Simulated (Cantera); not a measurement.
Adiabatic ignition

An adiabatic, constant-pressure homogeneous reactor starts with 2.54 % C₃H₈, 20.5 % O₂, 77.0 % N₂, equivalence ratio 0.62, at 1198 K and 4.93 atm.

Model: GRI-Mech 3.0 (53 species, 325 reactions), integrated in Cantera. GRI-Mech 3.0 was tuned for natural gas; its chemistry of propane as a main component is partial and can be far from experiment.

| t (s) | T (K) | x C₃H₈ | x O₂ | x H | x C₂H₆ | x H₂O | x H₂O₂ | x NO |
|---|---|---|---|---|---|---|---|---|
| 1.00e-6 | 1198 | 0.0254 | 0.205 | 1.25e-9 | 3.52e-12 | 2.33e-9 | 1.84e-10 | <1e-12 |
| 3.74e-6 | 1198 | 0.0254 | 0.205 | 1.60e-9 | 2.04e-10 | 2.39e-8 | 4.48e-9 | <1e-12 |
| 1.40e-5 | 1198 | 0.0254 | 0.205 | 2.32e-9 | 1.18e-8 | 2.39e-7 | 7.20e-8 | <1e-12 |
| 5.23e-5 | 1198 | 0.0254 | 0.205 | 9.83e-9 | 7.82e-7 | 5.09e-6 | 7.79e-7 | <1e-12 |
| 0.000196 | 1198 | 0.0252 | 0.205 | 2.05e-8 | 2.69e-5 | 7.29e-5 | 2.01e-6 | <1e-12 |
| 0.000731 | 1199 | 0.0245 | 0.204 | 3.15e-8 | 0.000165 | 0.000420 | 3.08e-6 | <1e-12 |
| 0.00273 | 2441 | <1e-12 | 0.0752 | 0.000234 | <1e-12 | 0.0948 | 3.60e-7 | 0.000204 |
| 0.0102 | 2432 | <1e-12 | 0.0723 | 0.000216 | <1e-12 | 0.0950 | 3.46e-7 | 0.00610 |
| 0.0382 | 2423 | <1e-12 | 0.0699 | 0.000204 | <1e-12 | 0.0952 | 3.34e-7 | 0.0110 |
| 0.143 | 2422 | <1e-12 | 0.0698 | 0.000204 | <1e-12 | 0.0952 | 3.33e-7 | 0.0112 |
| 0.535 | 2422 | <1e-12 | 0.0698 | 0.000204 | <1e-12 | 0.0952 | 3.33e-7 | 0.0112 |
| 2.00 | 2422 | <1e-12 | 0.0698 | 0.000204 | <1e-12 | 0.0952 | 3.33e-7 | 0.0112 |
x: mole fraction; the columns are a selection and need not sum to one.

The time of steepest temperature rise comes out as 2.59 ms and the temperature at 2.00 s is 2422 K. The equilibrium temperature is 2422 K. The x(C₃H₈) at 2.00 s comes out as <1e-12 (gas-phase equilibrium <1e-12). The x(O₂) at 2.00 s comes out as 0.0698 (gas-phase equilibrium 0.0698) and the x(H) at 2.00 s is 0.000204 (gas-phase equilibrium 0.000204).
